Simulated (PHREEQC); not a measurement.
A solution holds 0.0011 mol NH4HF2, 0.031 mol (NH4)2SiF6 and 0.13 mol H2SO4 per kg of water, at 25 °C. It is in equilibrium with CO2 at log p = 0 (atm). Otherwise closed; pH follows from the charge balance.

All values are PHREEQC results (ion-association model, phreeqc.dat), not measurements.

This is a speciation only: nothing precipitates in the calculation.

Q: Order these S species by the share of S that they hold, largest first: NH4SO4-, HSO4-, SO4-2.

A: HSO4- (78 %), SO4-2 (19 %), NH4SO4- (3.3 %)

The pH is 0.91 and the ionic strength 0.268 mol/kgw. The solution is supersaturated, for example in Quartz (slow to form), Chalcedony (slow to form), so a real one may precipitate; this is no full list. Carbamate, which ammonia and carbonate form, is missing from the database. SiF6-2 is the database's only silicon fluoride.
